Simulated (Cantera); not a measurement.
A perfectly stirred reactor is fed with CH4 : O2 : N2 = 0.023 : 0.043 : 1 (molar parts), at 10.0 bar; it is held at 950 K, and followed from long to short residence time.

Detailed kinetics in Cantera: GRI-Mech 3.0 (53 species, 325 reactions). The temperature is held fixed by assumption; the heat of reaction is taken as removed at once.

x: mole fraction; the columns are a selection and need not sum to one.

| τ (s) | x CH4 | x O2 | x H | x CH2CO | x CH3 |
|---|---|---|---|---|---|
| 4.8 | 0.00188 | 0.00388 | 1.38e-8 | (withheld) | 2.40e-7 |
| 1.4 | 0.00334 | 0.00806 | 1.84e-8 | (withheld) | 4.24e-7 |
| 0.44 | 0.00607 | 0.0147 | 2.34e-8 | (withheld) | 7.16e-7 |
| 0.13 | 0.0113 | 0.0249 | 2.63e-8 | (withheld) | 1.15e-6 |
| 0.041 | 0.0182 | 0.0359 | 1.67e-8 | (withheld) | 1.41e-6 |
| 0.012 | 0.0216 | 0.0403 | <1e-12 | <1e-12 | 2.00e-8 |
| 0.0038 | 0.0216 | 0.0403 | <1e-12 | <1e-12 | 5.55e-9 |
| 0.0011 | 0.0216 | 0.0403 | <1e-12 | <1e-12 | 1.22e-9 |
| 0.00035 | 0.0216 | 0.0403 | <1e-12 | <1e-12 | 3.57e-10 |
| 0.00011 | 0.0216 | 0.0403 | <1e-12 | <1e-12 | 1.09e-10 |

Fill in the missing entries.


- 4.8, x CH2CO: 2.92e-6
- 1.4, x CH2CO: 4.20e-6
- 0.44, x CH2CO: 5.22e-6
- 0.13, x CH2CO: 4.50e-6
- 0.041, x CH2CO: 1.04e-6
